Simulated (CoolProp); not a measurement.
Computed with CoolProp (reference Helmholtz-energy equation of state, Akasaka 2023).

**Question.** For R1224YDZ, give the phase and the Z, cv (kJ/(kg K)), Joule-Thomson coefficient (K/MPa), expansivity (1/kK) at 142.05 °C and 6360 kPa.

**Answer.** 
- 142.05 °C and 6360 kPa: liquid; Z 0.274, cv 0.968, Joule-Thomson coefficient 0.648, expansivity 4.66
